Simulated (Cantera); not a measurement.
A Cantera script and its output.

```python
import numpy as np
import cantera as ct

gas = ct.Solution("h2o2.yaml")
gas.TPX = 1598, 100000, {'H2': 1, 'O2': 0.5, 'N2': 1.88}
reactor = ct.IdealGasConstPressureReactor(gas, energy="on", clone=False)
net = ct.ReactorNet([reactor])
net.rtol, net.atol = 1e-08, 1e-16
show = ['H2', 'O2', 'O', 'OH', 'H']
times = np.geomspace(1e-06, 0.2, 13)

steps = ct.SolutionArray(gas, extra=["t"])
rows = []
print(f"{'t/s':>10s}{'T/K':>9s}{'P/Pa':>11s}" + "".join(f"{s:>11s}" for s in show))
for t in times:
    while net.time < t:
        t_next = net.step()
        steps.append(gas.state, t=t_next)
    rows.append([np.interp(t, steps.t, y) for y in (steps.T, steps.P, *steps(*show).X.T)])
    print(f"{t:10.3e}{rows[-1][0]:9.1f}{rows[-1][1]:11.4g}" + "".join(f"{x:11.3e}" for x in rows[-1][2:]))
rate = np.gradient(steps.T, steps.t)
print("integrator steps:", len(steps.t))
if steps.T.max() > steps.T[0] + 200:
    print(f"time of steepest temperature rise: {steps.t[rate.argmax()]:.4e} s")
gas.TPX = 1598, 100000, {'H2': 1, 'O2': 0.5, 'N2': 1.88}
gas.equilibrate("HP")
print(f"equilibrium (HP): T = {gas.T:.1f} K  " + "  ".join(f"{s} {gas[s].X[0]:.3e}" for s in show))
```

It prints:

```
       t/s      T/K       P/Pa         H2         O2          O         OH          H
 1.000e-06   1598.0      1e+05  2.959e-01  1.479e-01  1.840e-07  1.776e-07  1.374e-06
 2.765e-06   1598.0      1e+05  2.958e-01  1.479e-01  2.822e-06  2.714e-06  1.945e-05
 7.647e-06   1609.5      1e+05  2.724e-01  1.380e-01  1.995e-03  1.927e-03  1.332e-02
 2.115e-05   2113.4      1e+05  6.519e-02  3.293e-02  2.727e-02  2.925e-02  8.516e-02
 5.848e-05   2545.2      1e+05  6.265e-02  2.539e-02  1.820e-02  3.589e-02  4.860e-02
 1.617e-04   2844.6      1e+05  5.480e-02  1.982e-02  1.134e-02  3.558e-02  2.798e-02
 4.472e-04   2885.6      1e+05  5.326e-02  1.899e-02  1.044e-02  3.514e-02  2.549e-02
 1.237e-03   2885.6      1e+05  5.326e-02  1.899e-02  1.044e-02  3.513e-02  2.548e-02
 3.420e-03   2885.6      1e+05  5.326e-02  1.899e-02  1.044e-02  3.513e-02  2.548e-02
 9.457e-03   2885.6      1e+05  5.326e-02  1.899e-02  1.044e-02  3.513e-02  2.548e-02
 2.615e-02   2885.6      1e+05  5.326e-02  1.899e-02  1.044e-02  3.513e-02  2.548e-02
 7.232e-02   2885.6      1e+05  5.326e-02  1.899e-02  1.044e-02  3.513e-02  2.548e-02
 2.000e-01   2885.6      1e+05  5.326e-02  1.899e-02  1.044e-02  3.513e-02  2.548e-02
integrator steps: 1226
time of steepest temperature rise: 9.7359e-06 s
equilibrium (HP): T = 2885.6 K  H2 5.326e-02  O2 1.899e-02  O 1.044e-02  OH 3.513e-02  H 2.548e-02
```

Computed with Cantera and the H2/O2 subset of GRI-Mech 3.0, which has no nitrogen chemistry.
